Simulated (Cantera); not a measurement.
Source: NASA polynomial tables (part measured, part estimated), evaluated in Cantera. Values are per mole of reaction as written; species without (g) are pure solids or liquids, kept so even where they would boil at 1 bar.

Question: Between 300 and 2848 K, where is each reaction favourable under standard conditions?
- H2O(g) + Ta2O5 = 2 TaO2(g) + 2 OH(g)
- Ta2O5 + 5 H(g) = 5 OH(g) + 2 Ta

Answer: 
- H2O(g) + Ta2O5 = 2 TaO2(g) + 2 OH(g): ΔG° is 1786 kJ at 300 K and 480 kJ at 2848 K; it stays positive (K < 1). ΔH° is 1669 kJ and ΔS° 418 J/K at 2848 K.
- Ta2O5 + 5 H(g) = 5 OH(g) + 2 Ta: ΔG° is 1067 kJ at 300 K and 642 kJ at 2848 K; it stays positive (K < 1). ΔH° is 832 kJ and ΔS° 67 J/K at 2848 K.
